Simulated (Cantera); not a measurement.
A Cantera script and what it prints.

```python
import numpy as np
import cantera as ct

gas_names = """
    CL CL2 H HCL H2 Li LiCL LiH Li2 Li2CL2 Li3CL3
""".split()
cond_names = """
    Li(cr) Li(L) LiCL(s) LiCL(L) LiH(s) LiH(L)
""".split()


# ... load() reads the species with a 1 bar reference pressure and builds the phases ...
atoms = {
    'LiCl': {'Li': 1, 'CL': 1},
    'H2': {'H': 2},
}
top_T = {}  # K; cautious upper limits of use, not melting points


# ... equilibrate(T, P, feed) seeds the gas with the atoms and calls Mixture.equilibrate('TP', solver="vcs", rtol=1e-11, max_steps=5000) ...
results = []
feed = {'LiCl': 1, 'H2': 120}  # mol
P = 34000  # Pa
for T in [748, 848, 948, 1048, 1148, 1248, 1348, 1448, 1548, 1648, 1748, 1848, 1948, 2048]:
    mix = equilibrate(T, P, feed)
    results.append((T, P, feed, dict(zip(mix.species_names, mix.species_moles))))

top = {s: max(r[3][s] / sum(r[3][g] for g in gas_names) for r in results) for s in gas_names}
cols = sorted((s for s in top if top[s] > 0.001), key=lambda s: -top[s])[:5]
seen = [c for c in cond_names if any(r[3].get(c, 0) > 1e-12 for r in results)]
print("log10 of partial pressures in bar; condensed amounts in mol")
print(f"{'T/K':>10s}" + "".join(f"{s[:9]:>10s}" for s in cols + seen))
for T, P, feed, n in results:
    ng = sum(n[g] for g in gas_names)
    print(f"{T:10.4g}" + "".join(f"{np.log10(max(n[s] / ng * P / 1e5, 1e-99)):10.3f}" for s in cols)
          + "".join(f"{n.get(c, 0):10.4g}" for c in seen))
```

Output:

```
log10 of partial pressures in bar; condensed amounts in mol
       T/K        H2      LiCL         H    Li2CL2   LiCL(s)   LiCL(L)
       748    -0.469    -7.094   -12.775    -6.771    0.9998         0
       848    -0.469    -5.420   -10.955    -5.098    0.9923         0
       948    -0.469    -4.195    -9.515    -3.966         0    0.8939
      1048    -0.470    -3.258    -8.347    -3.153         0    0.2728
      1148    -0.471    -2.834    -7.380    -3.180         0         0
      1248    -0.472    -2.651    -6.567    -3.544         0         0
      1348    -0.472    -2.582    -5.872    -4.028         0         0
      1448    -0.472    -2.563    -5.271    -4.523         0         0
      1548    -0.472    -2.559    -4.748    -4.978         0         0
      1648    -0.472    -2.560    -4.286    -5.386         0         0
      1748    -0.472    -2.565    -3.877    -5.753         0         0
      1848    -0.473    -2.573    -3.512    -6.088         0         0
      1948    -0.473    -2.585    -3.184    -6.396         0         0
      2048    -0.474    -2.602    -2.887    -6.685         0         0
```

These are equilibrium values from Cantera (NASA tables, ideal gas, pure condensed phases), not measurements of a reactor.
